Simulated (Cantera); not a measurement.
An isothermal, constant-pressure homogeneous reactor starts with H2 : O2 = 0.049 : 1 (molar parts), at 1325 K and 0.0267 bar.

Cantera simulation using the H2/O2 subset of GRI-Mech 3.0, which has no nitrogen chemistry; the numbers are that mechanism's predictions, not measurements. Radical loss at walls, strong at low pressure, is not modelled. The temperature is held fixed by assumption; the heat of reaction is taken as removed at once.

One state of this run: x H2 = 4.03e-6; x O2 = 0.952; x HO2 = 2.03e-7; x H = 1.97e-6; x OH = 0.000346; x H2O2 = 1.48e-8. x: mole fraction; the columns are a selection and need not sum to one.

Problem. Which value of t (s) does it belong to?
A. 0.000477
B. 0.377
C. 0.000207
D. 0.869

Solution. B, 0.377
